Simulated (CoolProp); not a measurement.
Values from CoolProp's reference Helmholtz-energy equation of state, de Vries 1995.

Question: Give the vapour pressure (bar), liquid density (kg/m³), vapour Z of saturated R124 at 305.3, 317.7, 342.4 K.

Answer: 
```tsv
T (K)	p (bar)	liquid density (kg/m³)	vapour Z
305.3	4.74	1330	0.874
317.7	6.72	1280	0.840
342.4	12.4	1180	0.754
```
